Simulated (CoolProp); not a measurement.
Vapour-liquid equilibrium of R22 (1) + R11 (2) at 268 K; x and y are mole fractions of (1).

Model: multi-fluid Helmholtz-energy mixture model, Kamei 1995 and Jacobsen 1992; pair parameters Bell 2016, in CoolProp.

```json
[
 {"x": "0.05", "bubble pressure (MPa)": "0.06403", "y at the bubble point": "0.517", "dew pressure at overall composition x (MPa)": "0.03370", "liquid density (mol/L)": "11.40"},
 {"x": "0.125", "bubble pressure (MPa)": "0.1061", "y at the bubble point": "0.724", "dew pressure at overall composition x (MPa)": "0.03649", "liquid density (mol/L)": "11.63"},
 {"x": "0.2", "bubble pressure (MPa)": "0.1424", "y at the bubble point": "0.806", "dew pressure at overall composition x (MPa)": "0.03977", "liquid density (mol/L)": "11.86"},
 {"x": "0.275", "bubble pressure (MPa)": "0.1742", "y at the bubble point": "0.851", "dew pressure at overall composition x (MPa)": "0.04369", "liquid density (mol/L)": "12.11"},
 {"x": "0.35", "bubble pressure (MPa)": "0.2026", "y at the bubble point": "0.881", "dew pressure at overall composition x (MPa)": "0.04848", "liquid density (mol/L)": "12.36"},
 {"x": "0.425", "bubble pressure (MPa)": "0.2287", "y at the bubble point": "0.902", "dew pressure at overall composition x (MPa)": "0.05443", "liquid density (mol/L)": "12.62"},
 {"x": "0.5", "bubble pressure (MPa)": "0.2531", "y at the bubble point": "0.919", "dew pressure at overall composition x (MPa)": "0.06203", "liquid density (mol/L)": "12.89"},
 {"x": "0.575", "bubble pressure (MPa)": "0.2767", "y at the bubble point": "0.933", "dew pressure at overall composition x (MPa)": "0.07208", "liquid density (mol/L)": "13.17"},
 {"x": "0.65", "bubble pressure (MPa)": "0.3000", "y at the bubble point": "0.946", "dew pressure at overall composition x (MPa)": "0.08597", "liquid density (mol/L)": "13.47"},
 {"x": "0.725", "bubble pressure (MPa)": "0.3235", "y at the bubble point": "0.958", "dew pressure at overall composition x (MPa)": "0.1063", "liquid density (mol/L)": "13.77"},
 {"x": "0.8", "bubble pressure (MPa)": "0.3478", "y at the bubble point": "0.969", "dew pressure at overall composition x (MPa)": "0.1388", "liquid density (mol/L)": "14.09"},
 {"x": "0.875", "bubble pressure (MPa)": "0.3733", "y at the bubble point": "0.980", "dew pressure at overall composition x (MPa)": "0.1966", "liquid density (mol/L)": "14.42"},
 {"x": "0.95", "bubble pressure (MPa)": "0.4004", "y at the bubble point": "0.992", "dew pressure at overall composition x (MPa)": "0.3082", "liquid density (mol/L)": "14.78"}
]
```

No azeotrope shows between x = 0.05 and 0.95.

Pair parameters are fitted to limited data, so mixtures are less certain than the pure fluids.
